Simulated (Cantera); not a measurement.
An adiabatic, constant-pressure homogeneous reactor starts with CH4 : H2 : O2 : N2 = 1 : 0.079 : 1.36 : 5.11 (molar parts), equivalence ratio 1.5, at 1200 K and 71000 Pa. Integrator tolerance rtol = 1e-08.

Cantera simulation using GRI-Mech 3.0 (53 species, 325 reactions); the numbers are that mechanism's predictions, not measurements.

What does this change do: H2 0.079 to 0.17 parts?


| quantity | before | after |
|---|---|---|
| time of steepest temperature rise | 33.6 ms | 17.1 ms |
| temperature at 3.00 s | 2536 K | 2527 K |
| equilibrium temperature | 2536 K | 2527 K |
| x(CH4) at 3.00 s | <1e-12 (gas-phase equilibrium <1e-12) | <1e-12 (gas-phase equilibrium <1e-12) |
| x(H2) at 3.00 s | 0.0750 (gas-phase equilibrium 0.0750) | 0.0826 (gas-phase equilibrium 0.0826) |
| x(O2) at 3.00 s | 0.000363 (gas-phase equilibrium 0.000363) | 0.000278 (gas-phase equilibrium 0.000278) |
| x(CH2) at 3.00 s | <1e-12 (gas-phase equilibrium <1e-12) | <1e-12 (gas-phase equilibrium <1e-12) |
| x(NO2) at 3.00 s | 2.71e-8 (gas-phase equilibrium 2.71e-8) | 2.05e-8 (gas-phase equilibrium 2.05e-8) |

What does this change do: pressure from 71000 Pa to 860000 Pa?


| quantity | before | after |
|---|---|---|
| time of steepest temperature rise | 33.6 ms | 2.61 ms |
| temperature at 3.00 s | 2536 K | 2602 K |
| equilibrium temperature | 2536 K | 2602 K |
| x(CH4) at 3.00 s | <1e-12 (gas-phase equilibrium <1e-12) | 3.49e-11 (gas-phase equilibrium 3.94e-11) |
| x(H2) at 3.00 s | 0.0750 (gas-phase equilibrium 0.0750) | 0.0755 (gas-phase equilibrium 0.0755) |
| x(O2) at 3.00 s | 0.000363 (gas-phase equilibrium 0.000363) | 5.75e-5 (gas-phase equilibrium 5.75e-5) |
| x(CH2) at 3.00 s | <1e-12 (gas-phase equilibrium <1e-12) | 2.45e-12 (gas-phase equilibrium 2.68e-12) |
| x(NO2) at 3.00 s | 2.71e-8 (gas-phase equilibrium 2.71e-8) | 1.56e-8 (gas-phase equilibrium 1.56e-8) |
